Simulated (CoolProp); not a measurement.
Vapour-liquid equilibrium of CH2F2 (R32) (1) + R1234ze(E) (2) at 1.54 bar; x and y are mole fractions of (1).

Values from CoolProp's multi-fluid Helmholtz-energy mixture model, Tillner-Roth 1997 and Thol 2016; pair parameters Bell 2023.

Q: Give the bubble temperature and the first vapour's composition at x = 0.2, 0.425, 0.575. Is there an azeotrope?

A: x = 0.2: 250.3 K, y = 0.541; x = 0.425: 241.5 K, y = 0.768; x = 0.575: 237.7 K, y = 0.848. No azeotrope shows between x = 0.05 and 0.95.

Pair parameters are fitted to limited data, so mixtures are less certain than the pure fluids.
